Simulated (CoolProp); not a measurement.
Vapour-liquid equilibrium of carbon dioxide (1) + R123 (2) at 266.9 K; x and y are mole fractions of (1).

The numbers come from the multi-fluid Helmholtz-energy mixture model, Span 1996 and Younglove 1994; pair parameters Bell 2016 in CoolProp.

| x | bubble pressure (bar) | y at the bubble point | dew pressure at overall composition x (bar) | liquid density (mol/L) |
|---|---|---|---|---|
| 0.05 | 1.279 | 0.812 | 0.2563 | 10.42 |
| 0.2 | 4.280 | 0.947 | 0.3044 | 11.56 |
| 0.35 | 7.540 | 0.973 | 0.3745 | 12.91 |
| 0.5 | 11.41 | 0.984 | 0.4863 | 14.52 |
| 0.65 | 16.07 | 0.991 | 0.6929 | 16.45 |
| 0.8 | 21.45 | 0.996 | 1.203 | 18.72 |
| 0.95 | 27.34 | 0.999 | 4.497 | 21.18 |

No azeotrope shows between x = 0.05 and 0.95.

Pair parameters are fitted to limited data, so mixtures are less certain than the pure fluids.
